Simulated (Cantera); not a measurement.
A freely propagating, adiabatic, planar premixed flame of 6.87 % CH4, 19.6 % O2, 73.5 % N2, equivalence ratio 0.70, unburnt at 398 K and 1000000 Pa; mixture-averaged transport, grid criteria slope 0.08 and curve 0.16, no radiation.

Cantera simulation using GRI-Mech 3.0 (53 species, 325 reactions); the numbers are that mechanism's predictions, not measurements. Burning velocities carry a grid error of a few per cent, more on coarse grids.

**Question.** Predict: laminar burning velocity; thermal thickness; peak x(CH2CO); peak x(CO).

**Answer.** 
```json
{
  "laminar_burning_velocity": "10.7 cm/s",
  "thermal_thickness": "0.153 mm",
  "peak x(CH2CO)": "0.000116",
  "peak x(CO)": "0.0155"
}
```
